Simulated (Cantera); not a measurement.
A perfectly stirred reactor is fed with N2O : H2O = 1 : 0.014 (molar parts), at 36.8 Torr; it is held at 1025 K, and followed from long to short residence time.

Detailed kinetics in Cantera: GRI-Mech 3.0 (53 species, 325 reactions). GRI-Mech 3.0 was tuned for natural gas; its chemistry of N2O as a main component is partial and can be far from experiment. Radical loss at walls, strong at low pressure, is not modelled. The mechanism lacks the step 2 NO + O2 → 2 NO2, which can matter for NO2 below about 1400 K. The temperature is held fixed by assumption; the heat of reaction is taken as removed at once.

What does this change do: temperature 1025 to 1273 K?


```json
[
 {"quantity": "x(N2O) at τ = 0.650 s", "before": "0.986", "after": "0.884"},
 {"quantity": "x(H2O) at τ = 0.650 s", "before": "0.0138", "after": "0.0133"},
 {"quantity": "x(HO2) at τ = 0.650 s", "before": "4.39e-7", "after": "8.31e-7"},
 {"quantity": "x(H2) at τ = 0.650 s", "before": "8.62e-10", "after": "3.96e-8"},
 {"quantity": "x(H2O2) at τ = 0.650 s", "before": "1.16e-8", "after": "2.57e-9"},
 {"quantity": "x(N2O) at τ = 30.0 ms", "before": "0.986", "after": "0.981"},
 {"quantity": "x(H2O) at τ = 30.0 ms", "before": "0.0138", "after": "0.0138"},
 {"quantity": "x(HO2) at τ = 30.0 ms", "before": "6.85e-8", "after": "3.92e-6"},
 {"quantity": "x(H2) at τ = 30.0 ms", "before": "1.22e-11", "after": "4.82e-8"},
 {"quantity": "x(H2O2) at τ = 30.0 ms", "before": "9.36e-11", "after": "3.29e-8"}
]
```
